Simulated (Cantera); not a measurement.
Input: 1 mol SiH2Cl2, 0.35 mol N2, 24 mol NH3, held at 1652 °C and 353 Torr.

Method: chemical equilibrium by Gibbs-energy minimisation in Cantera with the NASA 1993 tables (ideal gas, pure condensed phases). Candidate condensed phases: NH4Cl, Si, Si3N4; 28 gas species. The tables' values for SiCl, SiCl3 are old estimates; treat these amounts as uncertain. Gases not in the tables: Si2H6 and higher silanes. The numbers say what is thermodynamically allowed, not how fast it happens.

Base state: H2 0.725, N2 0.236, HCl 0.0344, SiCl2 0.00280, H 0.00119, Cl 4.24e-5, SiH2 3.24e-5, SiCl 2.91e-5 (mole fractions); condensed: Si3N4(s).

Q: What changes in the equilibrium state with this change: NH3 from 24 to 1.5 mol?

A: 
```tsv
species	before	after
H2	0.725	0.560
HCl	0.0344	0.164
N2	0.236	0.161
SiCl2	0.00280	0.107
SiCl4	2.55e-7	0.000287
SiCl3	2.35e-5	0.00488
SiHCl3	1.79e-6	0.000327
SiH2Cl2	2.39e-6	7.05e-5
Si3N4(s), mol	0.285	0.143
```
The tables' values for SiCl3, SiCl are old estimates; treat these amounts as uncertain.

Q: What changes in the equilibrium state with this change: SiH2Cl2 replaced by SiHCl3?

A: 
```tsv
species	before	after
H2	0.725	0.706
N2	0.236	0.238
HCl	0.0344	0.0484
SiCl2	0.00280	0.00568
SiCl3	2.35e-5	6.79e-5
Cl	4.24e-5	6.04e-5
SiCl	2.91e-5	4.13e-5
SiH2	3.24e-5	3.14e-5
Si3N4(s), mol	0.285	0.236
```
The tables' values for SiCl3, SiCl are old estimates; treat these amounts as uncertain.

Q: What changes in the equilibrium state with this change: NH3 from 24 to 0.39 mol?

A: 
```json
[
 {"species": "H2", "before": "0.725", "after": "0.443"},
 {"species": "SiCl2", "before": "0.00280", "after": "0.221"},
 {"species": "HCl", "before": "0.0344", "after": "0.193"},
 {"species": "SiCl3", "before": "2.35e-5", "after": "0.0133"},
 {"species": "N2", "before": "0.236", "after": "0.126"},
 {"species": "SiCl4", "before": "2.55e-7", "after": "0.00104"},
 {"species": "SiHCl3", "before": "1.79e-6", "after": "0.000794"},
 {"species": "Si3N4(s), mol", "before": "0.285", "after": "0.0884"},
 {"species": "Si(l), mol", "before": "0", "after": "0.0413"}
]
```
Mutual solubility and eutectic melting of coexisting phases are not modelled. The tables' values for SiCl3, SiCl are old estimates; treat these amounts as uncertain.
